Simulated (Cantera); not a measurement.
**Thermodynamics of aluminium and copper etching, feed Cu + HF + H2**

A closed system holds: 1 mol Cu, 6.4 mol HF, a varied amount of H2, at 1077 °C and 10000 Pa.

These are equilibrium values from Cantera (NASA tables, ideal gas, pure condensed phases), not measurements of a reactor. Candidate condensed phases: Cu, CuF2; 15 gas species. Kinetics and transport are ignored.

From 1.1 mol H2 to 36 mol H2 the condensed part is Cu(s). The main Cu-bearing gas is CuF at 1.1 mol H2 and Cu at 36 mol H2.

```tsv
n(H2) (mol)	x HF	x H2	x CuF	x H	n Cu(s)
1.1	0.853	0.147	1.05e-5	2.89e-6	1.000
1.5	0.810	0.190	8.80e-6	3.28e-6	1.000
2	0.762	0.238	7.39e-6	3.68e-6	1.000
2.7	0.703	0.297	6.11e-6	4.11e-6	1.000
3.6	0.640	0.360	5.05e-6	4.52e-6	1.000
4.8	0.571	0.429	4.13e-6	4.93e-6	1.000
6.4	0.500	0.500	3.35e-6	5.33e-6	1.000
8.5	0.430	0.570	2.69e-6	5.69e-6	1.000
11	0.368	0.632	2.19e-6	5.99e-6	1.000
15	0.299	0.701	1.69e-6	6.31e-6	1.000
20	0.242	0.758	1.32e-6	6.56e-6	1.000
27	0.192	0.808	1.01e-6	6.78e-6	1.000
36	0.151	0.849	7.75e-7	6.94e-6	1.000
```
x: gas mole fraction; n: condensed amount in mol.
